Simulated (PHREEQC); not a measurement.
Reverse-osmosis reject: an equilibrium model

Model water analysis in mg/kgw, 25 °C, pH 7.83:

```json
[
 {"constituent": "Na", "mg/kgw": "2040"},
 {"constituent": "K", "mg/kgw": "35"},
 {"constituent": "Ca", "mg/kgw": "116"},
 {"constituent": "Mg", "mg/kgw": "122"},
 {"constituent": "Cl", "mg/kgw": "3450"},
 {"constituent": "S(6) as SO4", "mg/kgw": "578"},
 {"constituent": "Alkalinity as HCO3", "mg/kgw": "0.156"},
 {"constituent": "Sr", "mg/kgw": "1.38"}
]
```

Valence states are taken as typed.

The numbers come from PHREEQC with the Pitzer model, pitzer.dat.

ionic strength: 0.121 mol/kgw
specific conductance: 11000 µS/cm
density: 1.002 g/cm³
osmotic coefficient: 0.912
charge-balance error: -1.8 %

```tsv
species	molality	activity	log γ
Cl-	0.0973	0.0734	-0.123
Na+	0.0887	0.0688	-0.111
SO4-2	0.00602	0.00160	-0.575
Mg+2	0.00502	0.00175	-0.459
Ca+2	0.00289	0.000943	-0.487
K+	0.000895	0.000682	-0.118
Sr+2	1.57e-5	5.25e-6	-0.477
HCO3-	1.40e-6	1.17e-6	-0.075
OH-	9.39e-7	6.82e-7	-0.139
MgOH+	2.07e-7	1.83e-7	-0.055
CO2	3.76e-8	3.83e-8	0.008
H+	1.87e-8	1.48e-8	-0.101
CO3-2	1.27e-8	3.64e-9	-0.544
```

Precipitation was switched off in this run.
